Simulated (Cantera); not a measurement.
Input: 1 mol SiHCl3, 3.8 mol HCl, 160 mol H2, held at 1025 K and 84.0 mbar.

Equilibrium computed with Cantera from the NASA thermochemical tables; the gas is ideal and each condensed phase is pure. Candidate condensed phases: Si; 19 gas species. The tables' values for SiCl3 are old estimates; treat these amounts as uncertain. Equilibrium is a limit: real reactors are often held back by kinetics, nucleation or transport.

Base state: H2 0.975, HCl 0.0193, SiCl4 0.00399, SiHCl3 0.00174, SiCl3 0.000144, SiCl2 0.000109, SiH2Cl2 8.38e-5 (mole fractions); condensed: gas only.

Question: What changes in the equilibrium state with this change: temperature from 1025 K to 1798 K?

Answer: 
```tsv
species	before	after
H2	0.975	0.961
HCl	0.0193	0.0336
SiCl2	0.000109	0.00364
SiCl4	0.00399	1.51e-7
H	1.48e-8	0.00119
Si	<1e-9	3.67e-5
SiCl	<1e-9	3.19e-5
Cl	<1e-9	3.19e-5
Si(l), mol	0	0.375
```
The tables' values for SiCl, SiCl3 are old estimates; treat these amounts as uncertain. Gases not in the tables: Si2H6 and higher silanes.

Question: What changes in the equilibrium state with this change: temperature from 1025 K to 1398.15 K?

Answer: 
| species | before | after |
|---|---|---|
| H2 | 0.975 | 0.963 |
| HCl | 0.0193 | 0.0333 |
| SiCl2 | 0.000109 | 0.00340 |
| SiCl4 | 0.00399 | 3.57e-5 |
| H | 1.48e-8 | 1.61e-5 |
| SiHCl3 | 0.00174 | 7.25e-5 |
| SiH2Cl2 | 8.38e-5 | 2.21e-5 |
| SiCl3 | 0.000144 | 0.000168 |
| Si(s), mol | 0 | 0.387 |
